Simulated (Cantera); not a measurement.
A closed system holds: 1 mol C2H4, 4.5 mol H2O, at 1702 °C and 7.50 Torr.

Cantera equilibrium calculation (NASA polynomials, part measured and part estimated; ideal gas, pure solids and liquids). Candidate condensed phases: C, C6H6, C7H8, C8H18, H2O; 110 gas species. Rates play no part.

Base state: H2 0.489, H2O 0.267, CO 0.209, CO2 0.0254, H 0.00957, OH 0.000497 (mole fractions); condensed: gas only.

Q: What changes in the equilibrium state with this change: C2H4 replaced by C3H8?

A: 
```
species    before     after
-------  --------  --------
H2          0.489     0.611
CO          0.209     0.249
H2O         0.267     0.119
CO2        0.0254    0.0108
H         0.00957    0.0107
OH       0.000497  0.000198
```

Q: What changes in the equilibrium state with this change: pressure from 7.50 Torr to 1.00 Torr?

A: 
```json
[
 {"species": "H2", "before": "0.489", "after": "0.477"},
 {"species": "H2O", "before": "0.267", "after": "0.263"},
 {"species": "CO", "before": "0.209", "after": "0.207"},
 {"species": "H", "before": "0.00957", "after": "0.0259"},
 {"species": "CO2", "before": "0.0254", "after": "0.0254"},
 {"species": "O2", "before": "1.69e-6", "after": "1.30e-5"},
 {"species": "O", "before": "7.16e-6", "after": "5.43e-5"}
]
```
